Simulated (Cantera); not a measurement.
Input: 1 mol Al, 5.1 mol CO₂, 19 mol CO, at 725 K and 0.000910 bar.

These are equilibrium values from Cantera (NASA tables, ideal gas, pure condensed phases), not measurements of a reactor. Candidate condensed phases: Al, Al₂O₃, C; 19 gas species. The numbers say what is thermodynamically allowed, not how fast it happens.

Base state: CO 0.571, CO₂ 0.429 (mole fractions); condensed: Al₂O₃(s) + C(graphite).

Task: What changes in the equilibrium state with this change: Al replaced by Pb?

Result: 
```csv
species,before,after
CO,0.571,0.571
CO₂,0.429,0.429
"Al₂O₃(s), mol",0.500,0
"C(graphite), mol",4.72,3.67
"Pb(l), mol",0,1.000
```
Further candidate phases: Pb, PbO, PbO₂, Pb₃O₄.
